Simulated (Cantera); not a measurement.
Input (Python, Cantera) and output of one run.

```python
import numpy as np
import cantera as ct

gas_names = """
    N N2 Si SiN Si2 Si2N Si3
""".split()
cond_names = """
    Si(cr) Si(L) Si3N4(a)
""".split()


def load(file, names, dense=False):
    # The tables refer to 1 bar. Condensed volumes are neglected.
    table = {s.name: s for s in ct.Species.list_from_file(file)}
    out = []
    for n in names:
        d = dict(table[n].input_data)
        d["thermo"] = dict(d["thermo"], **{"reference-pressure": 1e5})
        if dense:
            d["equation-of-state"] = {"model": "constant-volume", "density": "1e6 g/cm^3"}
        out.append(ct.Species.from_dict(d))
    return out


gas = ct.Solution(thermo="ideal-gas", species=load("nasa_gas.yaml", gas_names))
cond = {s.name: ct.Solution(thermo="fixed-stoichiometry", species=[s], name=s.name)
        for s in load("nasa_condensed.yaml", cond_names, dense=True)}
atoms = {
    'Si3N4': {'Si': 3, 'N': 4},
    'Si': {'Si': 1},
    'N2': {'N': 2},
}
top_T = {'Si3N4(a)': 2400}  # K; cautious upper limits of use, not melting points


def equilibrate(T, P, feed):
    n = {}
    for name, mol in feed.items():
        for a, k in atoms[name].items():
            n[a] = n.get(a, 0.0) + k * mol
    gas.TPX = T, P, n
    mass = sum(n.values()) * gas.mean_molecular_weight
    gas.equilibrate("TP")
    valid = [c for c in cond.values() if c.min_temp <= T <= top_T.get(c.name, c.max_temp)]
    mix = ct.Mixture([(gas, mass / gas.mean_molecular_weight)] + [(c, 0.0) for c in valid])
    mix.T, mix.P = T, P
    mix.equilibrate("TP", solver="vcs", rtol=1e-11, max_steps=5000)
    return mix


results = []
feed = {'Si3N4': 1, 'Si': 0.0098, 'N2': 0.48}  # mol
for P in [1, 5.6, 32, 180, 1000, 5600, 32000, 180000, 1000000]:
    for T in [1673, 1773, 1873, 1973, 2073, 2173, 2273, 2373, 2473, 2573, 2673, 2773, 2873]:
        mix = equilibrate(T, P, feed)
        results.append((T, P, feed, dict(zip(mix.species_names, mix.species_moles))))

for T, P, feed, n in results:
    print(f"{T:7g} {P:10.4g}  " + (" + ".join(c for c in cond_names if n.get(c, 0) > 1e-12) or "gas only"))
```

Output:

```
   1673          1  Si(cr)
   1773          1  Si(L)
   1873          1  gas only
   1973          1  gas only
   2073          1  gas only
   2173          1  gas only
   2273          1  gas only
   2373          1  gas only
   2473          1  gas only
   2573          1  gas only
   2673          1  gas only
   2773          1  gas only
   2873          1  gas only
   1673        5.6  Si(cr)
   1773        5.6  Si(L)
   1873        5.6  Si(L)
   1973        5.6  gas only
   2073        5.6  gas only
   2173        5.6  gas only
   2273        5.6  gas only
   2373        5.6  gas only
   2473        5.6  gas only
   2573        5.6  gas only
   2673        5.6  gas only
   2773        5.6  gas only
   2873        5.6  gas only
   1673         32  Si(cr)
   1773         32  Si(L)
   1873         32  Si(L)
   1973         32  Si(L)
   2073         32  Si(L)
   2173         32  gas only
   2273         32  gas only
   2373         32  gas only
   2473         32  gas only
   2573         32  gas only
   2673         32  gas only
   2773         32  gas only
   2873         32  gas only
   1673        180  Si3N4(a)
   1773        180  Si(L)
   1873        180  Si(L)
   1973        180  Si(L)
   2073        180  Si(L)
   2173        180  Si(L)
   2273        180  Si(L)
   2373        180  gas only
   2473        180  gas only
   2573        180  gas only
   2673        180  gas only
   2773        180  gas only
   2873        180  gas only
   1673       1000  Si3N4(a)
   1773       1000  Si3N4(a)
   1873       1000  Si(L)
   1973       1000  Si(L)
   2073       1000  Si(L)
   2173       1000  Si(L)
   2273       1000  Si(L)
   2373       1000  Si(L)
   2473       1000  Si(L)
   2573       1000  gas only
   2673       1000  gas only
   2773       1000  gas only
   2873       1000  gas only
   1673       5600  Si3N4(a)
   1773       5600  Si3N4(a)
   1873       5600  Si3N4(a)
   1973       5600  Si(L)
   2073       5600  Si(L)
   2173       5600  Si(L)
   2273       5600  Si(L)
   2373       5600  Si(L)
   2473       5600  Si(L)
   2573       5600  Si(L)
   2673       5600  Si(L)
   2773       5600  gas only
   2873       5600  gas only
   1673    3.2e+04  Si3N4(a)
   1773    3.2e+04  Si3N4(a)
   1873    3.2e+04  Si3N4(a)
   1973    3.2e+04  Si3N4(a)
   2073    3.2e+04  Si(L)
   2173    3.2e+04  Si(L)
   2273    3.2e+04  Si(L)
   2373    3.2e+04  Si(L)
   2473    3.2e+04  Si(L)
   2573    3.2e+04  Si(L)
   2673    3.2e+04  Si(L)
   2773    3.2e+04  Si(L)
   2873    3.2e+04  Si(L)
   1673    1.8e+05  Si3N4(a)
   1773    1.8e+05  Si3N4(a)
   1873    1.8e+05  Si3N4(a)
   1973    1.8e+05  Si3N4(a)
   2073    1.8e+05  Si3N4(a)
   2173    1.8e+05  Si3N4(a)
   2273    1.8e+05  Si(L)
   2373    1.8e+05  Si(L)
   2473    1.8e+05  Si(L)
   2573    1.8e+05  Si(L)
   2673    1.8e+05  Si(L)
   2773    1.8e+05  Si(L)
   2873    1.8e+05  Si(L)
   1673      1e+06  Si3N4(a)
   1773      1e+06  Si3N4(a)
   1873      1e+06  Si3N4(a)
   1973      1e+06  Si3N4(a)
   2073      1e+06  Si3N4(a)
   2173      1e+06  Si3N4(a)
   2273      1e+06  Si3N4(a)
   2373      1e+06  Si3N4(a)
   2473      1e+06  Si(L)
   2573      1e+06  Si(L)
   2673      1e+06  Si(L)
   2773      1e+06  Si(L)
   2873      1e+06  Si(L)
```

These are equilibrium values from Cantera (NASA tables, ideal gas, pure condensed phases), not measurements of a reactor.
